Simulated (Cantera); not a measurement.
Feed: 1 mol Nb, 0.02 mol H2O, 14 mol H2, equilibrated at 2575 K and 840 Pa.

Equilibrium computed with Cantera from the NASA thermochemical tables; the gas is ideal and each condensed phase is pure. Candidate condensed phases: H2O, Nb, NbO, NbO2, Nb2O5; 12 gas species. Condensed phases not in the tables: N, O or C dissolved in the metal. Equilibrium is a limit: real reactors are often held back by kinetics, nucleation or transport.

Base state: H2 0.686, H 0.313, NbO 0.000895, H2O 0.000156, NbO2 6.49e-5, OH 1.61e-5, Nb 1.14e-5 (mole fractions); condensed: Nb(s).

### Question
What changes in the equilibrium state with this change: Nb replaced by Ta?

### Answer
```tsv
species	before	after
H2	0.686	0.686
H	0.313	0.313
TaO	0	0.000879
NbO	0.000895	0
TaO2	0	7.84e-5
NbO2	6.49e-5	0
Nb	1.14e-5	0
Nb(s), mol	0.984	0
Ta(s), mol	0	0.984
```
Further candidate phases: Ta, Ta2O5.

### Question
What changes in the equilibrium state with this change: Nb replaced by Zr?

### Answer
| species | before | after |
|---|---|---|
| H2 | 0.686 | 0.685 |
| H | 0.313 | 0.313 |
| ZrO | 0 | 0.00120 |
| NbO | 0.000895 | 0 |
| Zr | 0 | 0.000743 |
| NbO2 | 6.49e-5 | 0 |
| Nb | 1.14e-5 | 0 |
| Nb(s), mol | 0.984 | 0 |
| Zr(l), mol | 0 | 0.968 |
Further candidate phases: Zr, ZrO2.
